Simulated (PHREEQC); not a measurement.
Consider water at 66 °C with 3.2 mmol/kgw ZnSO4, 31 mmol/kgw Na2SO4 and 0.81 mmol/kgw NiCl2. Closed to the air; pH follows from the charge balance.

Equilibrium calculation in PHREEQC: ion-association model, wateq4f.dat.

This is a speciation only: nothing precipitates in the calculation.

Q: Predict the pH, ionic strength.

A: pH 5.80; ionic strength 0.0920 mol/kgw.

Q: In which forms is Ni present?

A: Ni+2 52 %, NiSO4 48 % of the Ni.

Away from 25 °C the constants follow the database's enthalpies or fits; those with neither stay at their 25 °C values.
